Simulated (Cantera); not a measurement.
A Cantera script and its output.

```python
import numpy as np
import cantera as ct

gas = ct.Solution("gri30.yaml")
gas.TPX = 1348, 2400000, {'CH4': 1, 'C2H6': 0.095, 'O2': 4.4, 'N2': 16.5, 'H2O': 3}
reactor = ct.IdealGasConstPressureReactor(gas, energy="on", clone=False)
net = ct.ReactorNet([reactor])
net.rtol, net.atol = 1e-08, 1e-16
show = ['CH4', 'C2H6', 'O2', 'CH2CO', 'CH2']
times = np.geomspace(2e-06, 0.2, 14)

steps = ct.SolutionArray(gas, extra=["t"])
rows = []
print(f"{'t/s':>10s}{'T/K':>9s}{'P/Pa':>11s}" + "".join(f"{s:>11s}" for s in show))
for t in times:
    while net.time < t:
        t_next = net.step()
        steps.append(gas.state, t=t_next)
    rows.append([np.interp(t, steps.t, y) for y in (steps.T, steps.P, *steps(*show).X.T)])
    print(f"{t:10.3e}{rows[-1][0]:9.1f}{rows[-1][1]:11.4g}" + "".join(f"{x:11.3e}" for x in rows[-1][2:]))
rate = np.gradient(steps.T, steps.t)
print("integrator steps:", len(steps.t))
if steps.T.max() > steps.T[0] + 200:
    print(f"time of steepest temperature rise: {steps.t[rate.argmax()]:.4e} s")
gas.TPX = 1348, 2400000, {'CH4': 1, 'C2H6': 0.095, 'O2': 4.4, 'N2': 16.5, 'H2O': 3}
gas.equilibrate("HP")
print(f"equilibrium (HP): T = {gas.T:.1f} K  " + "  ".join(f"{s} {gas[s].X[0]:.3e}" for s in show))
```

Result:

```
       t/s      T/K       P/Pa        CH4       C2H6         O2      CH2CO        CH2
 2.000e-06   1348.0    2.4e+06  4.001e-02  3.800e-03  1.760e-01  2.302e-13  8.764e-14
 4.849e-06   1348.0    2.4e+06  4.001e-02  3.799e-03  1.760e-01  8.628e-12  5.145e-13
 1.176e-05   1348.0    2.4e+06  4.000e-02  3.793e-03  1.760e-01  3.420e-10  3.394e-12
 2.850e-05   1348.2    2.4e+06  3.996e-02  3.765e-03  1.760e-01  2.093e-08  3.712e-11
 6.910e-05   1354.1    2.4e+06  3.906e-02  3.471e-03  1.750e-01  3.391e-06  7.858e-10
 1.675e-04   2269.9    2.4e+06  2.436e-14  1.779e-26  8.177e-02  6.708e-16  1.593e-14
 4.062e-04   2269.8    2.4e+06  4.856e-17  8.410e-32  8.173e-02  1.302e-18  3.165e-17
 9.848e-04   2269.4    2.4e+06  1.037e-19 -1.261e-37  8.165e-02 -8.518e-23  2.022e-20
 2.388e-03   2268.6    2.4e+06  1.147e-19  1.518e-35  8.144e-02  2.861e-22  2.820e-20
 5.789e-03   2266.7    2.4e+06  1.094e-19  1.846e-36  8.098e-02  1.793e-22  2.516e-20
 1.403e-02   2262.9    2.4e+06  1.040e-19  1.471e-36  8.005e-02  1.506e-22  2.331e-20
 3.403e-02   2257.5    2.4e+06  9.650e-20  1.271e-36  7.874e-02  1.332e-22  2.081e-20
 8.249e-02   2254.2    2.4e+06  9.207e-20  1.160e-36  7.794e-02  1.233e-22  1.936e-20
 2.000e-01   2253.8    2.4e+06  9.156e-20  1.148e-36  7.785e-02  1.222e-22  1.920e-20
integrator steps: 1619
time of steepest temperature rise: 1.3579e-04 s
equilibrium (HP): T = 2253.8 K  CH4 1.332e-19  C2H6 1.702e-36  O2 7.785e-02  CH2CO 1.703e-22  CH2 3.696e-20
```

Model: GRI-Mech 3.0 (53 species, 325 reactions), integrated in Cantera. The pressure lies above the range GRI-Mech 3.0 was tuned for (to about 10 atm).
